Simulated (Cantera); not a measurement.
Cantera run, input and output.

```python
import numpy as np
import cantera as ct

surf = ct.Interface("diamond.yaml", "diamond_100")
gas, bulk = surf.adjacent["gas"], surf.adjacent["diamond"]
k = surf.kinetics_species_index(bulk.species_names[0])
cover = ["c6HH", "c6H*", "c6*H", "c6**", "c6HM", "c6B"]

rows, drift = [], 0.0
print(f"{'P':>10s}{'um/h':>11s}" + "".join(f"{s:>11s}" for s in cover))
for v in [700, 1100, 1800, 2800, 4500, 7200, 11000, 18000]:
    T, P, xH, xCH3 = 1400, v, 0.00054, 0.0012
    gas.TPX = T, P, {"H": xH, "CH3": xCH3, "CH4": 0.0021, "H2": 1 - xH - xCH3 - 0.0021}
    surf.TP = bulk.TP = T, P
    surf.coverages = "c6H*:0.1, c6HH:0.9"
    surf.advance_coverages(100.0)
    before = surf.coverages
    surf.advance_coverages(100.0)
    drift = max(drift, np.max(np.abs(surf.coverages - before) / (surf.coverages + 1e-9)))
    rate = surf.net_production_rates[k] * bulk.mean_molecular_weight / bulk.density * 3.6e9
    rows.append([rate, *surf[cover].coverages])
    print(f"{v:10.4g}{rate:11.4e}" + "".join(f"{x:11.3e}" for x in rows[-1][1:]))
```

Output:

```
         P       um/h       c6HH       c6H*       c6*H       c6**       c6HM        c6B
       700 3.6767e-02  4.594e-01  5.104e-02  4.672e-01  2.141e-02  3.468e-05  9.977e-11
      1100 8.7295e-02  4.608e-01  5.088e-02  4.658e-01  2.118e-02  5.473e-05  2.369e-10
      1800 2.2006e-01  4.617e-01  5.075e-02  4.646e-01  2.091e-02  9.040e-05  5.972e-10
      2800 4.9282e-01  4.620e-01  5.066e-02  4.637e-01  2.062e-02  1.424e-04  1.337e-09
      4500 1.1327e+00  4.621e-01  5.056e-02  4.628e-01  2.026e-02  2.329e-04  3.074e-09
      7200 2.4757e+00  4.619e-01  5.046e-02  4.618e-01  1.984e-02  3.804e-04  6.718e-09
   1.1e+04 4.8136e+00  4.615e-01  5.036e-02  4.609e-01  1.943e-02  5.926e-04  1.306e-08
   1.8e+04 9.9481e+00  4.609e-01  5.025e-02  4.598e-01  1.897e-02  9.900e-04  2.699e-08
```

Cantera simulation using the Harris–Goodwin 1993 mechanism for the reconstructed diamond (100) surface; the numbers are that mechanism's predictions, not measurements.
